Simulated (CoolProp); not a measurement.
A Linde-Hampson liquefier for nitrogen: isothermal reversible compression at 280 K from 1 atm to 30 MPa, throttling to 1 atm, return gas leaving the recuperator 0 K below the feed. Each further row changes one setting.

Values from CoolProp's reference Helmholtz-energy equation of state, Span 2000.

```tsv
case	liquid yield per pass	compression work (kJ/kg of gas)
as stated	0.109	474
high pressure 60 MPa	0.101	549
warm-end temperature 310 K	0.080	529
warm-end gap 5 K	0.098	474
```
